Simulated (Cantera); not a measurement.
**Adiabatic ignition**

An adiabatic, constant-pressure homogeneous reactor starts with 6.12 % CH4, 19.8 % O2, 74.1 % N2, equivalence ratio 0.62, at 1725 K and 0.640 bar.

Model: GRI-Mech 3.0 (53 species, 325 reactions), integrated in Cantera.

| t (s) | T (K) | x CH4 | x O2 | x H | x C2H2 | x N2O |
|---|---|---|---|---|---|---|
| 8.00e-6 | 1725 | 0.0612 | 0.198 | 2.64e-7 | <1e-12 | 2.90e-11 |
| 1.57e-5 | 1725 | 0.0612 | 0.198 | 2.98e-7 | 9.87e-12 | 9.10e-11 |
| 3.09e-5 | 1725 | 0.0611 | 0.198 | 3.90e-7 | 2.05e-10 | 3.02e-10 |
| 6.06e-5 | 1725 | 0.0610 | 0.198 | 7.20e-7 | 4.69e-9 | 1.01e-9 |
| 0.000119 | 1726 | 0.0601 | 0.197 | 3.04e-6 | 1.63e-7 | 3.51e-9 |
| 0.000234 | 1823 | 0.0409 | 0.180 | 0.000228 | 8.60e-5 | 3.82e-8 |
| 0.000459 | 2490 | <1e-12 | 0.0759 | 0.00897 | <1e-12 | 2.68e-7 |
| 0.000903 | 2615 | <1e-12 | 0.0748 | 0.00481 | <1e-12 | 4.89e-7 |
| 0.00177 | 2636 | <1e-12 | 0.0737 | 0.00413 | <1e-12 | 5.61e-7 |
| 0.00348 | 2633 | <1e-12 | 0.0721 | 0.00404 | <1e-12 | 5.79e-7 |
| 0.00684 | 2629 | <1e-12 | 0.0701 | 0.00395 | <1e-12 | 6.12e-7 |
| 0.0134 | 2625 | <1e-12 | 0.0687 | 0.00389 | <1e-12 | 6.45e-7 |
| 0.0264 | 2624 | <1e-12 | 0.0683 | 0.00387 | <1e-12 | 6.56e-7 |
| 0.0518 | 2624 | <1e-12 | 0.0682 | 0.00387 | <1e-12 | 6.56e-7 |
| 0.102 | 2624 | <1e-12 | 0.0682 | 0.00387 | <1e-12 | 6.56e-7 |
| 0.200 | 2624 | <1e-12 | 0.0682 | 0.00387 | <1e-12 | 6.56e-7 |
x: mole fraction; the columns are a selection and need not sum to one.

The time of steepest temperature rise is 0.259 ms, the temperature at 0.200 s is 2624 K and the equilibrium temperature is 2624 K. The x(CH4) at 0.200 s is <1e-12 (gas-phase equilibrium <1e-12) and the x(O2) at 0.200 s is 0.0682 (gas-phase equilibrium 0.0682). The x(H) at 0.200 s is 0.00387 (gas-phase equilibrium 0.00387).
